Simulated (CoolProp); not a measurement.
Values from CoolProp's reference Helmholtz-energy equation of state, Gao 2020.

Q: For ammonia, give the phase and the Z, speed of sound (m/s), expansivity (1/kK), viscosity (µPa s) at 554.7 K and 157 bar; 611.8 K and 157 bar.

A: 
- 554.7 K and 157 bar: supercritical; Z 0.840, speed of sound 540, expansivity 3.35, viscosity 21.7
- 611.8 K and 157 bar: supercritical; Z 0.898, speed of sound 583, expansivity 2.50, viscosity 23.6

Viscosity comes from a separate model (Fenghour 1995).
